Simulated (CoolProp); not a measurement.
Properties of fluorine along the isobar 7560 kPa (Tc = -128.7 °C, pc = 5240 kPa, ω = 0.045).

The numbers come from the reference Helmholtz-energy equation of state, de Reuck 1990 in CoolProp.

```csv
T (°C),phase,density (kg/m³),Joule-Thomson coefficient (K/MPa),fugacity coefficient
-202.65,liquid,1612,-0.3100,0.002326
-190.75,liquid,1538,-0.2888,0.01251
-178.75,liquid,1458,-0.2498,0.04182
-166.85,liquid,1370,-0.1875,0.1008
-154.85,liquid,1271,-0.08040,0.1962
-142.95,liquid,1153,0.1299,0.3242
-130.95,liquid,984.5,0.6783,0.4751
-118.95,supercritical,592.8,3.300,0.6199
-107.05,supercritical,337.8,4.596,0.7091
-95.05,supercritical,267.3,4.284,0.7696
-83.15,supercritical,229.3,3.855,0.8144
```
